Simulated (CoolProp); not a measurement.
Ethanol along the isotherm 346.85 °C: density (kg/m³) from the reference equation and from simpler models built on Tc = 241.6 °C, pc = 6.268 MPa, ω = 0.644; each cubic takes its own stable root.

Computed with CoolProp (reference Helmholtz-energy equation of state, Schroeder 2014).

```csv
p (MPa),phase,reference,ideal gas,Redlich-Kwong,Peng-Robinson
0.0991,gas,0.8873,0.8856,0.8884,0.8881
0.15,gas,1.344,1.341,1.347,1.346
0.226,gas,2.029,2.020,2.034,2.033
0.34,gas,3.059,3.038,3.071,3.068
0.513,gas,4.631,4.585,4.660,4.652
0.774,gas,7.023,6.917,7.091,7.072
1.17,gas,10.70,10.46,10.86,10.81
1.76,gas,16.29,15.73,16.67,16.55
2.66,gas,25.10,23.77,26.01,25.69
4.01,gas,39.02,35.84,41.28,40.33
6.05,gas,62.00,54.07,67.91,64.71
9.13,supercritical,102.9,81.59,119.0,106.7
13.8,supercritical,187.0,123.3,214.9,177.4
20.8,supercritical,320.6,185.9,310.3,271.0
31.3,supercritical,422.2,279.7,381.5,362.2
```
